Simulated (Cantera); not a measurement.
What does this Cantera script print?

```python
import numpy as np
import cantera as ct

gas = ct.Solution("SiF4_NH3_mec.yaml", "gas")
gas.TPX = 1700, 100000, {'NH3': 1, 'H2': 1.3}
reactor = ct.IdealGasConstPressureReactor(gas, energy="off", clone=False)
net = ct.ReactorNet([reactor])
net.rtol, net.atol = 1e-08, 1e-18
show = ['NH3', 'H2', 'N2H2', 'NH2', 'H', 'N']
times = np.geomspace(4e-06, 200, 13)

steps = ct.SolutionArray(gas, extra=["t"])
rows = []
print(f"{'t/s':>10s}{'T/K':>9s}{'P/Pa':>11s}" + "".join(f"{s:>11s}" for s in show))
for t in times:
    while net.time < t:
        t_next = net.step()
        steps.append(gas.state, t=t_next)
    rows.append([np.interp(t, steps.t, y) for y in (steps.T, steps.P, *steps(*show).X.T)])
    print(f"{t:10.3e}{rows[-1][0]:9.1f}{rows[-1][1]:11.4g}" + "".join(f"{x:11.3e}" for x in rows[-1][2:]))
rate = np.gradient(steps.T, steps.t)
print("integrator steps:", len(steps.t))
if steps.T.max() > steps.T[0] + 200:
    print(f"time of steepest temperature rise: {steps.t[rate.argmax()]:.4e} s")
gas.TPX = 1700, 100000, {'NH3': 1, 'H2': 1.3}
gas.equilibrate("TP")
print(f"equilibrium (TP): T = {gas.T:.1f} K  " + "  ".join(f"{s} {gas[s].X[0]:.3e}" for s in show))
```

Output:

```
       t/s      T/K       P/Pa        NH3         H2       N2H2        NH2          H          N
 4.000e-06   1700.0      1e+05  4.348e-01  5.652e-01  1.026e-12  5.118e-07  2.687e-07  9.172e-16
 1.752e-05   1700.0      1e+05  4.348e-01  5.652e-01  5.414e-11  2.256e-06  1.163e-06  1.447e-13
 7.678e-05   1700.0      1e+05  4.348e-01  5.652e-01  1.605e-09  9.878e-06  5.071e-06  1.403e-11
 3.364e-04   1700.0      1e+05  4.347e-01  5.652e-01  3.595e-08  4.192e-05  2.151e-05  1.089e-09
 1.474e-03   1700.0      1e+05  4.345e-01  5.653e-01  2.904e-07  1.074e-04  5.513e-05  1.775e-08
 6.456e-03   1700.0      1e+05  4.334e-01  5.660e-01  3.231e-07  1.125e-04  5.797e-05  2.046e-08
 2.828e-02   1700.0      1e+05  4.288e-01  5.690e-01  3.173e-07  1.116e-04  5.844e-05  2.043e-08
 1.239e-01   1700.0      1e+05  4.094e-01  5.816e-01  2.938e-07  1.078e-04  6.044e-05  2.028e-08
 5.429e-01   1700.0      1e+05  3.395e-01  6.272e-01  2.157e-07  9.362e-05  6.823e-05  1.953e-08
 2.378e+00   1700.0      1e+05  1.829e-01  7.292e-01  7.774e-08  5.743e-05  9.034e-05  1.593e-08
 1.042e+01   1700.0      1e+05  4.959e-02  8.161e-01  8.003e-09  1.850e-05  1.201e-04  7.380e-09
 4.565e+01   1700.0      1e+05  9.956e-03  8.419e-01  3.782e-10  4.004e-06  1.335e-04  1.869e-09
 2.000e+02   1700.0      1e+05  2.105e-03  8.470e-01  1.745e-11  8.587e-07  1.362e-04  4.127e-10
integrator steps: 1291
equilibrium (TP): T = 1700.0 K  NH3 1.096e-05  H2 8.484e-01  N2H2 4.184e-14  NH2 4.474e-09  H 1.366e-04  N 2.156e-12
```

Computed with Cantera and the gas-phase N/H chemistry of the illustrative SiF4/NH3 mechanism in the Surface Chemkin manual (1991). Walls and surfaces, which speed up NH3 decomposition in real reactors, are not modelled.
